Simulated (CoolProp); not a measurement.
Chlorine along the isotherm 220.8 K: Z from the reference equation and from simpler models built on Tc = 416.9 K, pc = 7642 kPa, ω = 0.070; each cubic takes its own stable root.

Model: reference Helmholtz-energy equation of state, Thol 2021, in CoolProp.

```tsv
p (kPa)	phase	reference	van der Waals	Redlich-Kwong	Peng-Robinson
1270	liquid	0.03036	0.04857	0.03281	0.02926
2550	liquid	0.06089	0.09724	0.06579	0.05868
3820	liquid	0.09112	0.1453	0.09843	0.08781
5090	liquid	0.1213	0.1931	0.1310	0.1169
6370	liquid	0.1516	0.2410	0.1637	0.1461
7640	liquid	0.1816	0.2883	0.1961	0.1750
8920	liquid	0.2119	0.3358	0.2287	0.2041
10200	liquid	0.2420	0.3831	0.2612	0.2332
11500	liquid	0.2725	0.4310	0.2942	0.2626
12700	liquid	0.3007	0.4750	0.3245	0.2898
14000	liquid	0.3311	0.5225	0.3573	0.3191
15300	liquid	0.3615	0.5698	0.3901	0.3484
16600	liquid	0.3918	0.6170	0.4227	0.3776
17800	liquid	0.4197	0.6604	0.4529	0.4046
19100	liquid	0.4499	0.7073	0.4854	0.4337
```
